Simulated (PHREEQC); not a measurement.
A made-up water analysis in mg/kgw, 25 °C, pH 6.8, pe 2.6:

```
constituent           mg/kgw
------------------  --------
Na                    0.0386
K                    0.00519
Ca                    0.0317
Mg                   0.00062
Cl                    0.0236
S(6) as SO4           0.0904
Alkalinity as HCO3    0.0516
Si as SiO2           0.00179
Fe(2)                0.00031
B                   0.000433
```

Valence states are taken as typed.

The numbers come from PHREEQC with the ion-association model, wateq4f.dat.

| quantity | before | after |
|---|---|---|
| HCO3- (mol/kgw) | 9.41e-7 | 1.78e-6 |
| CO2 (mol/kgw) | 3.34e-7 | 6.33e-7 |
| CO3-2 (mol/kgw) | 2.81e-10 | 5.32e-10 |
| H2BO3- (mol/kgw) | 1.45e-10 | 1.45e-10 |
| H3SiO4- (mol/kgw) | 2.78e-11 | 2.78e-11 |
| FeOH+ (mol/kgw) | 1.10e-11 | 1.10e-11 |
| SI of Quartz (SiO2) | -3.55 | -3.55 |

Which change was made?
A) pH from 6.8 to 7.8 at the same alkalinity
B) pH from 6.8 to 7.1 at the same alkalinity
C) Alkalinity from 0.0516 to 0.103 mg/kgw
D) Mg from 0.00062 to 0.00031 mg/kgw

C, Alkalinity from 0.0516 to 0.103 mg/kgw

No solid was allowed to form.
